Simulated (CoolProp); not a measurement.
Vapour-liquid equilibrium of nitrogen (1) + carbon monoxide (2) at -159.25 °C; x and y are mole fractions of (1).

Computed with CoolProp (multi-fluid Helmholtz-energy mixture model, Span 2000 and Lemmon 2006; pair parameters Gernert 2013).

| x | bubble pressure, mixture model (MPa) | bubble pressure, Raoult's law (MPa) | y, mixture model | y, Raoult's law |
|---|---|---|---|---|
| 0.05 | 1.370 | 1.368 | 0.062 | 0.067 |
| 0.125 | 1.410 | 1.404 | 0.153 | 0.162 |
| 0.2 | 1.450 | 1.440 | 0.239 | 0.253 |
| 0.275 | 1.490 | 1.476 | 0.321 | 0.340 |
| 0.35 | 1.529 | 1.512 | 0.400 | 0.422 |
| 0.425 | 1.568 | 1.548 | 0.476 | 0.501 |
| 0.5 | 1.605 | 1.585 | 0.550 | 0.576 |
| 0.575 | 1.642 | 1.621 | 0.621 | 0.648 |
| 0.65 | 1.678 | 1.657 | 0.690 | 0.716 |
| 0.725 | 1.712 | 1.693 | 0.757 | 0.782 |
| 0.8 | 1.745 | 1.729 | 0.824 | 0.845 |
| 0.875 | 1.777 | 1.765 | 0.890 | 0.905 |
| 0.95 | 1.806 | 1.801 | 0.956 | 0.963 |

The largest gap from Raoult's law is +1.3 % in bubble pressure, at x = 0.575. No azeotrope shows between x = 0.05 and 0.95.

Pair parameters are fitted to limited data, so mixtures are less certain than the pure fluids.
